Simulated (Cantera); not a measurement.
**Thermodynamics of tantalum, niobium, vanadium and zirconium in process gases, feed Zr + N2 + H2**

Input: 1 mol Zr, 0.51 mol N2, 4.4 mol H2, at 0.0585 Torr.

Equilibrium computed with Cantera from the NASA thermochemical tables; the gas is ideal and each condensed phase is pure. Candidate condensed phases: Zr, ZrN; 11 gas species. ZrN: taken at fixed stoichiometry. Rates play no part.

```
T (K)   x H2     x H      x Zr     x N2  n ZrN(s)
-----  -----  ------  --------  -------  --------
1750   0.972  0.0260  3.46e-10  0.00224      1.00
1800   0.958  0.0397   2.18e-9  0.00222      1.00
1850   0.939  0.0591   1.24e-8  0.00220      1.00
1900   0.912  0.0858   6.46e-8  0.00217      1.00
1950   0.876   0.122   3.10e-7  0.00213     1.000
2000   0.830   0.168   1.38e-6  0.00208     1.000
2050   0.772   0.226   5.70e-6  0.00201     1.000
2100   0.702   0.296   2.21e-5  0.00194     1.000
2150   0.622   0.376   8.04e-5  0.00188     1.000
2200   0.533   0.465  0.000272  0.00187     0.998
2250   0.440   0.558  0.000830  0.00205     0.995
2300   0.348   0.647   0.00222  0.00264     0.985
2350   0.265   0.726   0.00520  0.00402     0.964
2400   0.192   0.790    0.0110  0.00684     0.917
```
x: gas mole fraction; n: condensed amount in mol.

From 1750 K to 2400 K the condensed part is ZrN(s).
